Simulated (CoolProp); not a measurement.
Vapour-liquid equilibrium of CH2F2 (R32) (1) + R125 (2) at 199 K; x and y are mole fractions of (1).

The numbers come from the multi-fluid Helmholtz-energy mixture model, Tillner-Roth 1997 and Lemmon 2005; pair parameters Lemmon 2004 in CoolProp.

```tsv
x	bubble pressure (MPa)	y at the bubble point	dew pressure at overall composition x (MPa)	liquid density (mol/L)
0.05	0.02337	0.063	0.02330	13.68
0.15	0.02405	0.186	0.02384	14.36
0.25	0.02476	0.302	0.02443	15.10
0.35	0.02544	0.410	0.02506	15.91
0.45	0.02608	0.510	0.02570	16.81
0.55	0.02665	0.602	0.02634	17.82
0.65	0.02713	0.689	0.02693	18.96
0.75	0.02750	0.773	0.02741	20.25
0.85	0.02774	0.857	0.02772	21.74
0.95	0.02778	0.948	0.02777	23.49
```

y crosses x between x = 0.85 and 0.95: the model has an azeotrope there.

The pair parameters rest on a limited set of measurements; away from them the model extrapolates.
